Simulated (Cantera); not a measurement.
Input: 1 mol PbO, 1.5 mol C, 0.13 mol H2, held at 0.0620 bar.

These are equilibrium values from Cantera (NASA tables, ideal gas, pure condensed phases), not measurements of a reactor. Candidate condensed phases: C, C6H6, C7H8, C8H18, H2O, Pb, PbO, PbO2, Pb3O4; 113 gas species. Kinetics and transport are ignored.

log p: log10 of the partial pressure in bar; n: condensed amount in mol.

```json
[
 {"T (°C)": "877", "log p CO": "-1.26", "log p Pb": "-3.54", "log p H2": "-2.15", "log p H": "-8.20", "n C(graphite)": "0.502", "n Pb(l)": "0.995"},
 {"T (°C)": "1027", "log p CO": "-1.28", "log p Pb": "-2.58", "log p H2": "-2.17", "log p H": "-7.04", "n C(graphite)": "0.500", "n Pb(l)": "0.950"},
 {"T (°C)": "1177", "log p CO": "…", "log p Pb": "…", "log p H2": "…", "log p H": "…", "n C(graphite)": "0.500", "n Pb(l)": "…"},
 {"T (°C)": "1327", "log p CO": "-1.54", "log p Pb": "-1.54", "log p H2": "-2.42", "log p H": "-5.48", "n C(graphite)": "0.500", "n Pb(l)": "0"},
 {"T (°C)": "1477", "log p CO": "-1.54", "log p Pb": "-1.54", "log p H2": "-2.42", "log p H": "-4.84", "n C(graphite)": "0.500", "n Pb(l)": "0"},
 {"T (°C)": "1627", "log p CO": "-1.54", "log p Pb": "-1.54", "log p H2": "-2.43", "log p H": "-4.31", "n C(graphite)": "0.500", "n Pb(l)": "0"},
 {"T (°C)": "1777", "log p CO": "-1.54", "log p Pb": "-1.54", "log p H2": "-2.43", "log p H": "…", "n C(graphite)": "0.500", "n Pb(l)": "0"},
 {"T (°C)": "1927", "log p CO": "-1.54", "log p Pb": "-1.54", "log p H2": "-2.44", "log p H": "-3.47", "n C(graphite)": "0.499", "n Pb(l)": "0"},
 {"T (°C)": "2077", "log p CO": "-1.54", "log p Pb": "-1.54", "log p H2": "-2.47", "log p H": "-3.14", "n C(graphite)": "0.499", "n Pb(l)": "0"}
]
```

Problem. Fill in the missing entries.

Solution. 
- 1777, log p H: -3.86
- 1177, log p CO: -1.38
- 1177, log p Pb: -1.83
- 1177, log p H2: -2.27
- 1177, log p H: -6.16
- 1177, n Pb(l): 0.642
